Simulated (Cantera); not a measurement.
Input: 1 mol CH2F2, 0.074 mol HCl, at 3548 K and 11.0 Pa.

Method: chemical equilibrium by Gibbs-energy minimisation in Cantera with the NASA 1993 tables (ideal gas, pure condensed phases). The numbers say what is thermodynamically allowed, not how fast it happens.

```
species             before    after
----------------  --------  -------
HF                 0.00276    0.945
Cl                  0.0144   0.0228
H                    0.402   0.0133
F                    0.387  0.00108
C                    0.192  4.71e-7
HCl                2.23e-6   0.0122
C2                 0.00113  3.93e-8
H2                 4.11e-5  0.00529
C3                 5.13e-5  4.63e-7
CF                0.000591  5.68e-6
C(graphite), mol         0    1.000
```
Gas species are given as mole fractions.

**Question.** What was changed between the two runs?
(A) CH2F2 replaced by C2F6
(B) temperature from 3548 K to 2025 K
(C) pressure from 11.0 Pa to 1330 Pa
(D) HCl from 0.074 to 0.033 mol

**Answer.** B, temperature from 3548 K to 2025 K
